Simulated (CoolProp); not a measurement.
A closed Brayton cycle with carbon dioxide: compressor inlet 324.15 K and 9.3 MPa, high pressure 24.6 MPa, turbine inlet 695 K, compressor efficiency 0.89, turbine efficiency 0.85, recuperator effectiveness 0 (on enthalpy, no pinch check). Each further row changes one setting.

Model: reference Helmholtz-energy equation of state, Span 1996, in CoolProp.

```json
[
 {"case": "as stated", "thermal efficiency (%)": "13.4", "net work (kJ/kg)": "56.4", "compressor to turbine work": "0.43", "compressor exit (K)": "394.9", "turbine exit (K)": "593.9"},
 {"case": "turbine inlet 645 K", "thermal efficiency (%)": "13.2", "net work (kJ/kg)": "47.4", "compressor to turbine work": "0.47", "compressor exit (K)": "394.9", "turbine exit (K)": "547.3"},
 {"case": "compressor inlet 334.15 K", "thermal efficiency (%)": "12.8", "net work (kJ/kg)": "48.8", "compressor to turbine work": "0.50", "compressor exit (K)": "414.8", "turbine exit (K)": "593.9"},
 {"case": "high pressure 20.9 MPa", "thermal efficiency (%)": "11.5", "net work (kJ/kg)": "49.9", "compressor to turbine work": "0.40", "compressor exit (K)": "382.9", "turbine exit (K)": "610.6"},
 {"case": "recuperator effectiveness 0.5", "thermal efficiency (%)": "18.6", "net work (kJ/kg)": "56.4", "compressor to turbine work": "0.43", "compressor exit (K)": "394.9", "turbine exit (K)": "593.9"}
]
```
